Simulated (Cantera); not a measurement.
Input (Python, Cantera) and output of one run.

```python
import numpy as np
import cantera as ct

gas_names = """
    Hg N NO NO2 NO3 N2 N2O O O2 O3
""".split()
cond_names = """
    Hg(cr) Hg(L) HgO(s)
""".split()


def load(file, names, dense=False):
    # The tables refer to 1 bar. Condensed volumes are neglected.
    table = {s.name: s for s in ct.Species.list_from_file(file)}
    out = []
    for n in names:
        d = dict(table[n].input_data)
        d["thermo"] = dict(d["thermo"], **{"reference-pressure": 1e5})
        if dense:
            d["equation-of-state"] = {"model": "constant-volume", "density": "1e6 g/cm^3"}
        out.append(ct.Species.from_dict(d))
    return out


gas = ct.Solution(thermo="ideal-gas", species=load("nasa_gas.yaml", gas_names))
cond = {s.name: ct.Solution(thermo="fixed-stoichiometry", species=[s], name=s.name)
        for s in load("nasa_condensed.yaml", cond_names, dense=True)}
atoms = {
    'HgO': {'Hg': 1, 'O': 1},
    'O2': {'O': 2},
    'N2': {'N': 2},
}
top_T = {}  # K; cautious upper limits of use, not melting points


def equilibrate(T, P, feed):
    n = {}
    for name, mol in feed.items():
        for a, k in atoms[name].items():
            n[a] = n.get(a, 0.0) + k * mol
    gas.TPX = T, P, n
    mass = sum(n.values()) * gas.mean_molecular_weight
    gas.equilibrate("TP")
    valid = [c for c in cond.values() if c.min_temp <= T <= top_T.get(c.name, c.max_temp)]
    mix = ct.Mixture([(gas, mass / gas.mean_molecular_weight)] + [(c, 0.0) for c in valid])
    mix.T, mix.P = T, P
    mix.equilibrate("TP", solver="vcs", rtol=1e-11, max_steps=5000)
    return mix


results = []
T = 750  # K
P = 8400  # Pa
for m in [1.1, 1.8, 2.9, 4.6, 7.4, 12, 19, 30, 48, 77]:
    feed = {'HgO': 1, 'O2': 0.021, 'N2': m}  # mol
    mix = equilibrate(T, P, feed)
    results.append((T, P, feed, dict(zip(mix.species_names, mix.species_moles))))
    x = sorted(zip(gas.X, gas.species_names), reverse=True)
    print(f"T = {T:g} K  P = {P:g} Pa  n(N2) = {m:g} mol  gas = {mix.phase_moles(0):.4g} mol")
    print("   x: " + "  ".join(f"{s} {v:.3e}" for v, s in x if v > 0.0001))
    print("   condensed (mol): " + ("  ".join(f"{mix.phase(i).name} {mix.phase_moles(i):.4g}"
          for i in range(1, mix.n_phases) if mix.phase_moles(i) > 1e-12) or "none"))
```

Output:

```
T = 750 K  P = 8400 Pa  n(N2) = 1.1 mol  gas = 2.621 mol
   x: N2 4.197e-01  Hg 3.815e-01  O2 1.988e-01
   condensed (mol): none
T = 750 K  P = 8400 Pa  n(N2) = 1.8 mol  gas = 3.321 mol
   x: N2 5.420e-01  Hg 3.011e-01  O2 1.569e-01
   condensed (mol): none
T = 750 K  P = 8400 Pa  n(N2) = 2.9 mol  gas = 4.421 mol
   x: N2 6.560e-01  Hg 2.262e-01  O2 1.178e-01
   condensed (mol): none
T = 750 K  P = 8400 Pa  n(N2) = 4.6 mol  gas = 6.121 mol
   x: N2 7.515e-01  Hg 1.634e-01  O2 8.512e-02
   condensed (mol): none
T = 750 K  P = 8400 Pa  n(N2) = 7.4 mol  gas = 8.921 mol
   x: N2 8.295e-01  Hg 1.121e-01  O2 5.840e-02
   condensed (mol): none
T = 750 K  P = 8400 Pa  n(N2) = 12 mol  gas = 13.52 mol
   x: N2 8.875e-01  Hg 7.396e-02  O2 3.853e-02
   condensed (mol): none
T = 750 K  P = 8400 Pa  n(N2) = 19 mol  gas = 20.52 mol
   x: N2 9.259e-01  Hg 4.873e-02  O2 2.539e-02
   condensed (mol): none
T = 750 K  P = 8400 Pa  n(N2) = 30 mol  gas = 31.52 mol
   x: N2 9.517e-01  Hg 3.172e-02  O2 1.653e-02
   condensed (mol): none
T = 750 K  P = 8400 Pa  n(N2) = 48 mol  gas = 49.52 mol
   x: N2 9.693e-01  Hg 2.019e-02  O2 1.052e-02
   condensed (mol): none
T = 750 K  P = 8400 Pa  n(N2) = 77 mol  gas = 78.52 mol
   x: N2 9.806e-01  Hg 1.274e-02  O2 6.635e-03
   condensed (mol): none
```

These are equilibrium values from Cantera (NASA tables, ideal gas, pure condensed phases), not measurements of a reactor.
